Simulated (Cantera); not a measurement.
Charge: 1 mol Si, 0.025 mol O2, 43 mol H2, held at 1173.15 K and 100000 Pa.

These are equilibrium values from Cantera (NASA tables, ideal gas, pure condensed phases), not measurements of a reactor. Candidate condensed phases: H2O, Si, SiO2; 18 gas species. Mutual solubility and eutectic melting of coexisting phases are not modelled. The tables hold silica as quartz up to 1696 K and as liquid above; real silica turns to tridymite and cristobalite and melts near 1996 K. Rates play no part.

Base state: H2 1.000 (mole fractions); condensed: Si(s) + SiO2(β-quartz).

What changes in the equilibrium state with this change: Si replaced by SiC?


```tsv
species	before	after
H2	1.000	0.999
CH4	0	0.000581
Si(s), mol	0.975	0
SiO2(β-quartz), mol	0.0250	0.0250
SiC(s), mol	0	0.975
```
Further candidate phases: C, C6H6, C7H8, C8H18, SiC.
